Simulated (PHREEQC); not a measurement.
Dissolve 0.11 mol Cu(NO3)2, 0.0001 mol HBF4 and 0.0002 mol Na2SO4 per kg of water at 55 °C. Closed to the air; pH follows from the charge balance.

Model: ion-association model, phreeqc.dat, run in PHREEQC.

```csv
quantity,before,after
pH,3.55,3.42
Cu2(OH)2+2 (mol/kgw),2.60e-5,0.000128
CuOH+ (mol/kgw),1.54e-6,1.09e-6
Cu(OH)2 (mol/kgw),7.05e-9,3.62e-9
```

Question: What was changed between the two runs?
(A) temperature from 55 to 15 °C
(B) HBF4 left out
(C) temperature from 55 to 85 °C
(D) Na2SO4 from 0.0002 to 0.002 mol/kgw
(E) Cu(NO3)2 from 0.11 to 0.165 mol/kgw

Answer: C, temperature from 55 to 85 °C

Precipitation was switched off in this run. At this temperature some constants are extrapolated from 25 °C, and those without enthalpy data are left unchanged. Real BF4- forms and hydrolyses slowly; the run takes it at equilibrium.
